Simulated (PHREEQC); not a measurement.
1 kg of water holding 0.35 mol/kgw MgCl2, 0.028 mol/kgw SrCl2, 0.51 mol/kgw KCl, 0.073 mol/kgw NaCl and 0.0042 mol/kgw CaCl2 is evaporated at 15 °C; the solids stay in contact with the brine. CO2 from the air is kept out. Solids allowed: Bischofite, Brucite, Carnallite, Halite, Portlandite, Sylvite, MgCl2_4H2O. Others were left out.

The series has 16 steps of water left (kg), from 1 to 0.02219.

Computed with PHREEQC (Pitzer model, pitzer.dat).

Q: Which solids form, in which order, and at which step of the series does each first stand?

A: Sylvite from water left = 0.2082 kg; Halite from water left = 0.09502 kg; Carnallite from water left = 0.0671 kg.
